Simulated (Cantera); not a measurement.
What does this Cantera script print?

```python
import numpy as np
import cantera as ct

gas = ct.Solution("gri30.yaml")
gas.TPX = 1598, 440000, {'CH4': 1, 'C2H6': 0.17, 'O2': 4.25, 'N2': 46.8}
reactor = ct.IdealGasConstPressureReactor(gas, energy="on", clone=False)
net = ct.ReactorNet([reactor])
net.rtol, net.atol = 1e-08, 1e-16
show = ['CH4', 'C2H6', 'O2', 'HO2', 'CO2', 'NO', 'CH3']
times = np.geomspace(2e-06, 1, 11)

steps = ct.SolutionArray(gas, extra=["t"])
rows = []
print(f"{'t/s':>10s}{'T/K':>9s}{'P/Pa':>11s}" + "".join(f"{s:>11s}" for s in show))
for t in times:
    while net.time < t:
        t_next = net.step()
        steps.append(gas.state, t=t_next)
    rows.append([np.interp(t, steps.t, y) for y in (steps.T, steps.P, *steps(*show).X.T)])
    print(f"{t:10.3e}{rows[-1][0]:9.1f}{rows[-1][1]:11.4g}" + "".join(f"{x:11.3e}" for x in rows[-1][2:]))
rate = np.gradient(steps.T, steps.t)
print("integrator steps:", len(steps.t))
if steps.T.max() > steps.T[0] + 200:
    print(f"time of steepest temperature rise: {steps.t[rate.argmax()]:.4e} s")
gas.TPX = 1598, 440000, {'CH4': 1, 'C2H6': 0.17, 'O2': 4.25, 'N2': 46.8}
gas.equilibrate("HP")
print(f"equilibrium (HP): T = {gas.T:.1f} K  " + "  ".join(f"{s} {gas[s].X[0]:.3e}" for s in show))
```

Output:

```
       t/s      T/K       P/Pa        CH4       C2H6         O2        HO2        CO2         NO        CH3
 2.000e-06   1597.6    4.4e+05  1.915e-02  3.218e-03  8.138e-02  7.158e-07  6.304e-09  5.974e-14  7.085e-05
 7.429e-06   1596.8    4.4e+05  1.909e-02  3.093e-03  8.132e-02  8.771e-06  5.381e-07  1.797e-12  2.500e-04
 2.759e-05   1602.9    4.4e+05  1.745e-02  2.207e-03  7.980e-02  5.476e-05  4.216e-05  2.652e-10  6.130e-04
 1.025e-04   2047.5    4.4e+05  1.267e-17 -2.671e-30  3.273e-02  7.977e-06  2.045e-02  2.162e-05  8.549e-17
 3.807e-04   2126.2    4.4e+05 -1.912e-17 -1.068e-30  3.146e-02  1.382e-06  2.507e-02  4.189e-05  6.010e-18
 1.414e-03   2130.9    4.4e+05  8.478e-19  5.980e-31  3.142e-02  1.116e-06  2.535e-02  5.829e-05 -2.777e-19
 5.253e-03   2130.8    4.4e+05  1.205e-21  4.276e-40  3.139e-02  1.114e-06  2.535e-02  1.129e-04  4.338e-21
 1.951e-02   2130.3    4.4e+05  1.198e-21  4.418e-40  3.130e-02  1.110e-06  2.535e-02  3.108e-04  4.306e-21
 7.248e-02   2128.8    4.4e+05  1.175e-21  4.220e-40  3.097e-02  1.095e-06  2.535e-02  9.762e-04  4.197e-21
 2.692e-01   2125.0    4.4e+05  1.120e-21  3.770e-40  3.014e-02  1.059e-06  2.536e-02  2.630e-03  3.932e-21
 1.000e+00   2121.6    4.4e+05  1.073e-21  3.425e-40  2.942e-02  1.027e-06  2.536e-02  4.089e-03  3.712e-21
integrator steps: 1588
time of steepest temperature rise: 6.1665e-05 s
equilibrium (HP): T = 2121.3 K  CH4 1.716e-21  C2H6 6.020e-40  O2 2.937e-02  HO2 1.025e-06  CO2 2.536e-02  NO 4.191e-03  CH3 5.931e-21
```

Detailed kinetics in Cantera: GRI-Mech 3.0 (53 species, 325 reactions).
